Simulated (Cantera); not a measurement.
An isothermal, constant-pressure homogeneous reactor starts with NH₃ : H₂ = 1 : 0.11 (molar parts), at 2298 K and 1.30 bar.

Cantera simulation using the gas-phase N/H chemistry of the illustrative SiF4/NH3 mechanism in the Surface Chemkin manual (1991); the numbers are that mechanism's predictions, not measurements. Walls and surfaces, which speed up NH3 decomposition in real reactors, are not modelled.

x: mole fraction; the columns are a selection and need not sum to one.

```tsv
t (s)	x NH₃	x H₂	x H	x N₂	x N₂H₂
9.00e-6	0.895	0.101	?	0.000173	1.13e-5
6.27e-5	0.856	0.129	?	0.00999	2.64e-5
0.000437	0.637	0.291	?	0.0679	1.60e-5
0.00304	0.138	0.659	?	0.200	2.27e-6
0.0212	0.000428	0.756	0.00730	0.236	9.00e-10
0.148	3.07e-5	0.757	0.00735	0.236	8.13e-12
1.03	6.25e-6	0.757	0.00735	0.236	3.61e-12
7.18	5.45e-6	0.757	0.00735	0.236	3.57e-12
50.0	5.45e-6	0.757	0.00735	0.236	3.57e-12
```

Question: What belongs in the gaps?

Answer: 
- 9.00e-6, x H: 0.000117
- 6.27e-5, x H: 0.000216
- 0.000437, x H: 0.000484
- 0.00304, x H: 0.00168
